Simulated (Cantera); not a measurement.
A closed system holds: 1 mol B, 0.14 mol O2, 0.14 mol H2, at 0.000640 bar.

Cantera equilibrium calculation (NASA polynomials, part measured and part estimated; ideal gas, pure solids and liquids). Candidate condensed phases: B, B2O3, B3O3H3, H2O; 23 gas species. Mutual solubility and eutectic melting of coexisting phases are not modelled. Rates play no part.

### Question
At 1150 K, list the 4 most abundant gas species with their mole fractions, and the condensed phases.

### Answer
H2 0.999, HBO 0.000948, B3O3H3 0.000170, B2O2 2.34e-5. Condensed: B(s) + B2O3(l).
